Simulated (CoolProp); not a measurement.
Vapour-liquid equilibrium of benzene (1) + n-decane (2) at 0.542 MPa; x and y are mole fractions of (1).

The numbers come from the multi-fluid Helmholtz-energy mixture model, Thol 2012 and Lemmon 2006; pair parameters Bell 2016 in CoolProp.

```tsv
x	bubble temperature, mixture model (°C)	bubble temperature, Raoult's law (°C)	y, mixture model	y, Raoult's law
0.05	244.6	241.3	0.168	0.245
0.15	226.0	220.5	0.447	0.546
0.25	209.4	204.6	0.639	0.713
0.35	195.5	191.9	0.762	0.813
0.45	184.1	181.5	0.841	0.876
0.55	174.7	172.9	0.894	0.918
0.65	166.9	165.6	0.930	0.948
0.75	160.2	159.2	0.957	0.968
0.85	154.3	153.7	0.977	0.984
0.95	149.0	148.8	0.993	0.995
```

The largest gap from Raoult's law is +5.5 K in bubble temperature, at x = 0.15. No azeotrope shows between x = 0.05 and 0.95.

Pair parameters are fitted to limited data, so mixtures are less certain than the pure fluids.
